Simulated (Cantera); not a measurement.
Charge: 1 mol CH3SiCl3, 0.29 mol C3H8, 4.6 mol H2, at 900 K and 1.10 mbar.

These are equilibrium values from Cantera (NASA tables, ideal gas, pure condensed phases), not measurements of a reactor. Candidate condensed phases: C, C6H6, C7H8, C8H18, Si, SiC; 109 gas species. The feed counts by its element totals alone. The tables' values for SiCl3 are old estimates; treat these amounts as uncertain. The numbers say what is thermodynamically allowed, not how fast it happens.

Base state: H2 0.782, HCl 0.171, SiCl4 0.0463, SiHCl3 0.000601, CH4 0.000210, SiCl3 8.53e-5 (mole fractions); condensed: C(graphite) + SiC(s).

Task: What changes in the equilibrium state with this change: H2 from 4.6 to 8.9 mol?

Result: 
| species | before | after |
|---|---|---|
| H2 | 0.782 | 0.831 |
| HCl | 0.171 | 0.146 |
| SiCl4 | 0.0463 | 0.0218 |
| SiCl3 | 8.53e-5 | 4.85e-5 |
| SiHCl3 | 0.000601 | 0.000353 |
| CH4 | 0.000210 | 0.000237 |
| C(graphite), mol | 1.26 | 1.15 |
| SiC(s), mol | 0.607 | 0.716 |
